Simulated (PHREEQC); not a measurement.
Make-up at 70 °C: 0.0045 mol HNO3, 0.058 mol ZnSO4 and 4.4e-05 mol MgCl2 per kg of water. Closed to the air; pH follows from the charge balance.

Computed with PHREEQC (ion-association model, phreeqc.dat).

No solid was allowed to form.

**Question.** Estimate the pH.

**Answer.** pH 2.98.

**Question.** In which forms is S present?

**Answer.** SO4-2 42 %, ZnSO4 41 %, Zn(SO4)2-2 12 %, HSO4- 5.5 % of the S.

Species that the database lacks are ignored. Constants without temperature data keep their 25 °C values here.
